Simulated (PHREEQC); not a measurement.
PHREEQC input (ion-association model, phreeqc.dat):

```
SOLUTION_SPECIES
  2 NO3- + 12 H+ + 10 e- = N2 + 6 H2O  # shut off: nitrate stays nitrate
    -log_k -100
    -delta_h 0
    -analytic -100
SOLUTION 1
  temp 37
  units mol/kgw
  pH 7 charge
  N(5) 0.23
  S(6) 0.00035
  Cu(2) 0.000385
  Cl 7e-05
SOLUTION 2
  temp 37
  units mol/kgw
  pH 7 charge
  N(5) 0.0026
  Mg 0.0313
  S(6) 0.03
END
SELECTED_OUTPUT 1
  -reset false
  -pH true
  -pe true
  -ionic_strength true
  -water true
  -totals Cl Cu Mg N S Cu(1) Cu(2) N(5) N(3) N(0)
    N(-3) S(-2) S(6)
  -molalities H+ Mg+2 Cl- SO4-2 NO3- Cu+2 OH- O2 HSO4- S-2
    HS- H2S NO2- NH4+ NH3 NH4SO4- MgOH+ MgSO4 Cu+ CuCl2-
    CuCl3-2 CuCl+ CuCl2 CuCl3- CuCl4-2 CuOH+ Cu(OH)2 Cu(OH)3- Cu(OH)4-2 Cu2(OH)2+2
    CuSO4 Cu(HS)3-
PRINT
  -reset false
MIX 1
  1 1
  2 0
EQUILIBRIUM_PHASES 1
  O2(g) -0.68 10
END
# ... the last block is repeated for the other 20 points of share of solution B
```

Selected output (columns that matter, 21 of 21 rows; share of solution B added in front):

```
share of solution B	pH	mu	Cl	Cu	Mg	N	S	m_H+	m_Mg+2	m_Cl-	m_SO4-2	m_NO3-	m_Cu+2	m_OH-
0	0.74195	0.23088	7e-05	0.000385	0	0.23	0.00035	0.22969	0	6.9961e-05	3.6754e-05	0.23	0.00038471	1.902e-13
0.05	0.76612	0.22284	6.65e-05	0.00036575	0.001565	0.21863	0.0018325	0.21688	0.0015567	6.6465e-05	0.00019923	0.21863	0.00036442	2.0032e-13
0.1	0.79173	0.21479	6.3e-05	0.0003465	0.00313	0.20726	0.003315	0.20409	0.0030981	6.2968e-05	0.00037384	0.20726	0.00034411	2.1163e-13
0.15	0.81893	0.20674	5.95e-05	0.00032725	0.004695	0.19589	0.0047975	0.19134	0.0046215	5.9471e-05	0.00056237	0.19589	0.00032378	2.2438e-13
0.2	0.84793	0.19868	5.6e-05	0.000308	0.00626	0.18452	0.00628	0.17863	0.0061237	5.5974e-05	0.00076697	0.18452	0.00030345	2.3886e-13
0.25	0.87899	0.1906	5.25e-05	0.00028875	0.007825	0.17315	0.0077625	0.16596	0.0076007	5.2477e-05	0.00099024	0.17315	0.00028312	2.5543e-13
0.3	0.9124	0.18251	4.9e-05	0.0002695	0.00939	0.16178	0.009245	0.15334	0.0090473	4.898e-05	0.0012354	0.16178	0.00026278	2.7457e-13
0.35	0.94852	0.17439	4.55e-05	0.00025025	0.010955	0.15041	0.010727	0.14078	0.010457	4.5483e-05	0.0015063	0.15041	0.00024245	2.9694e-13
0.4	0.9878	0.16625	4.2e-05	0.000231	0.01252	0.13904	0.01221	0.1283	0.011823	4.1985e-05	0.0018081	0.13904	0.00022213	3.2341e-13
0.45	1.0308	0.15807	3.85e-05	0.00021175	0.014085	0.12767	0.013692	0.11591	0.013136	3.8487e-05	0.0021469	0.12767	0.00020184	3.5518e-13
0.5	1.0783	0.14986	3.5e-05	0.0001925	0.01565	0.1163	0.015175	0.10364	0.014382	3.499e-05	0.0025308	0.1163	0.00018159	3.9399e-13
0.55	1.1312	0.14159	3.15e-05	0.00017325	0.017215	0.10493	0.016657	0.091494	0.015546	3.1491e-05	0.0029704	0.10493	0.00016142	4.4239e-13
0.6	1.1907	0.13325	2.8e-05	0.000154	0.01878	0.09356	0.01814	0.079524	0.016608	2.7993e-05	0.0034796	0.09356	0.00014136	5.0426e-13
0.65	1.2588	0.12484	2.45e-05	0.00013475	0.020345	0.08219	0.019622	0.06777	0.017543	2.4495e-05	0.0040771	0.08219	0.00012145	5.8587e-13
0.7	1.3378	0.11634	2.1e-05	0.0001155	0.02191	0.07082	0.021105	0.056291	0.018317	2.0996e-05	0.0047889	0.07082	0.00010178	6.9784e-13
0.75	1.4318	0.10773	1.75e-05	9.625e-05	0.023475	0.05945	0.022587	0.045165	0.018887	1.7497e-05	0.0056511	0.05945	8.2451e-05	8.5974e-13
0.8	1.5469	0.099003	1.4e-05	7.7e-05	0.02504	0.04808	0.02407	0.0345	0.019199	1.3998e-05	0.0067157	0.04808	6.3631e-05	1.1115e-12
0.85	1.6946	0.090193	1.05e-05	5.775e-05	0.026605	0.03671	0.025552	0.024438	0.019186	1.0499e-05	0.0080596	0.03671	4.5558e-05	1.5477e-12
0.9	1.8995	0.081378	7e-06	3.85e-05	0.02817	0.02534	0.027035	0.015168	0.018776	6.9996e-06	0.0097982	0.02534	2.8581e-05	2.4568e-12
0.95	2.2373	0.072786	3.5e-06	1.925e-05	0.029735	0.01397	0.028517	0.0069295	0.017903	3.4999e-06	0.012109	0.01397	1.3191e-05	5.2928e-12
1	6.6275	0.064931	0	0	0.0313	0.0026	0.03	2.8057e-07	0.016557	0	0.015258	0.0026	0	1.2865e-07
```

Species that the database lacks are ignored. Away from 25 °C the constants follow the database's enthalpies or fits; those with neither stay at their 25 °C values.
